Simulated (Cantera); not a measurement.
Charge: 1 mol SiHCl3, 0.16 mol CH4, 75 mol H2, held at 1723 K and 1.33 mbar.

These are equilibrium values from Cantera (NASA tables, ideal gas, pure condensed phases), not measurements of a reactor. Candidate condensed phases: C, C6H6, C7H8, C8H18, Si, SiC; 109 gas species. Mutual solubility and eutectic melting of coexisting phases are not modelled. The tables' values for SiCl are old estimates; treat these amounts as uncertain. Gases not in the tables: Si2H6 and higher silanes. Equilibrium is a limit: real reactors are often held back by kinetics, nucleation or transport.

Base state: H2 0.959, HCl 0.0313, H 0.00489, SiCl2 0.00354, Si 0.000738, Cl 0.000124, SiCl 0.000120, SiH 3.79e-5 (mole fractions); condensed: Si(l) + SiC(s).

Q: What changes in the equilibrium state with this change: temperature from 1723 K to 1248 K?

A: 
```csv
species,before,after
H2,0.959,0.964
HCl,0.0313,0.0329
SiCl2,0.00354,0.00282
H,0.00489,1.26e-5
Si,0.000738,5.82e-9
SiH,3.79e-5,2.33e-9
"Si(l), mol",0.493,0
"SiC(s), mol",0.160,0.160
"Si(s), mol",0,0.616
```
The tables' values for SiCl3 are old estimates; treat these amounts as uncertain.

Q: What changes in the equilibrium state with this change: temperature from 1723 K to 2598.15 K?

A: 
```json
[
 {"species": "H", "before": "0.00489", "after": "0.616"},
 {"species": "H2", "before": "0.959", "after": "0.349"},
 {"species": "Cl", "before": "0.000124", "after": "0.0145"},
 {"species": "HCl", "before": "0.0313", "after": "0.0117"},
 {"species": "Si", "before": "0.000738", "after": "0.00849"},
 {"species": "C", "before": "<1e-9", "after": "0.000115"},
 {"species": "SiC2", "before": "1.87e-9", "after": "0.000182"},
 {"species": "C2H", "before": "<1e-9", "after": "5.48e-5"},
 {"species": "C3", "before": "<1e-9", "after": "2.56e-5"},
 {"species": "Si(l), mol", "before": "0.493", "after": "0"},
 {"species": "SiC(s), mol", "before": "0.160", "after": "0"}
]
```
